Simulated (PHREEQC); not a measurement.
## Reverse-osmosis permeate

A made-up water analysis in mg/kgw, 71 °C, pH 6.71, pe 9:

```json
[
 {"constituent": "Na", "mg/kgw": "2.52"},
 {"constituent": "K", "mg/kgw": "0.0108"},
 {"constituent": "Ca", "mg/kgw": "4.71"},
 {"constituent": "Mg", "mg/kgw": "0.193"},
 {"constituent": "Cl", "mg/kgw": "7.4"},
 {"constituent": "S(6) as SO4", "mg/kgw": "0.109"},
 {"constituent": "Alkalinity as HCO3", "mg/kgw": "8.95"},
 {"constituent": "Br", "mg/kgw": "0.0337"},
 {"constituent": "Li", "mg/kgw": "0.00072"},
 {"constituent": "F", "mg/kgw": "0.0527"}
]
```

Valence states are taken as typed.

Equilibrium calculation in PHREEQC: ion-association model, wateq4f.dat.

No solid was allowed to form.

Problem. What charge-balance error does the model give?

Solution. charge-balance error 0.0 %.

Problem. In which forms is S present?

Solution. SO4-2 97 %, CaSO4 2.6 % of the S.

Constants without temperature data keep their 25 °C values here.
